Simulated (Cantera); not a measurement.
Feed: 1 mol Cu2O, 5.6 mol CO, 0.21 mol N2, held at 2298 K and 1.95 Torr.

Cantera equilibrium calculation (NASA polynomials, part measured and part estimated; ideal gas, pure solids and liquids). Candidate condensed phases: C, Cu, CuO, Cu2O; 27 gas species. Kinetics and transport are ignored.

Base state: CO 0.594, Cu 0.254, CO2 0.119, N2 0.0266, O 0.00433, O2 0.00202, NO 0.000281, CuO 4.84e-5 (mole fractions); condensed: gas only.

Question: What changes in the equilibrium state with this change: temperature from 2298 K to 1573.15 K?

Answer: 
```
species       before    after
----------  --------  -------
CO             0.594    0.784
CO2            0.119    0.170
N2            0.0266   0.0358
Cu             0.254   0.0102
O2           0.00202  3.52e-9
O            0.00433  1.22e-8
CuO          4.84e-5  5.55e-9
NO          0.000281  4.75e-8
Cu2          3.49e-5  6.27e-6
Cu(l), mol         0     1.94
```

Question: What changes in the equilibrium state with this change: Cu2O replaced by Fe3O4?

Answer: 
| species | before | after |
|---|---|---|
| CO | 0.594 | 0.336 |
| CO2 | 0.119 | 0.281 |
| Fe | 0 | 0.261 |
| Cu | 0.254 | 0 |
| FeO | 0 | 0.0452 |
| O2 | 0.00202 | 0.0354 |
| O | 0.00433 | 0.0181 |
| N2 | 0.0266 | 0.0226 |
| CuO | 4.84e-5 | 0 |
| Cu2 | 3.49e-5 | 0 |
| NO | 0.000281 | 0.00109 |
| FeO(l), mol | 0 | 0.223 |
The tables' stoichiometric FeO is somewhat more stable than real wüstite, so its field is too wide. FeO: taken at fixed stoichiometry. Further candidate phases: Fe, Fe(CO)5, FeO, Fe2O3, Fe3O4.

Question: What changes in the equilibrium state with this change: N2 from 0.21 to 5.2 mol?

Answer: 
| species | before | after |
|---|---|---|
| N2 | 0.0266 | 0.403 |
| CO | 0.594 | 0.366 |
| Cu | 0.254 | 0.155 |
| CO2 | 0.119 | 0.0689 |
| NO | 0.000281 | 0.00103 |
| Cu2 | 3.49e-5 | 1.30e-5 |
| CuO | 4.84e-5 | 2.78e-5 |
| O2 | 0.00202 | 0.00180 |
